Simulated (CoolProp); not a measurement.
Model: reference Helmholtz-energy equation of state, Thol 2015, in CoolProp.

Question: For octamethylcyclotetrasiloxane (D4), give the phase and the cp (kJ/(kg K)), speed of sound (m/s), isothermal compressibility (1/MPa), expansivity (1/kK) at 364.7 K and 1.71 MPa.

Answer: 
- 364.7 K and 1.71 MPa: liquid; cp 1.79, speed of sound 720, isothermal compressibility 0.00261, expansivity 1.33
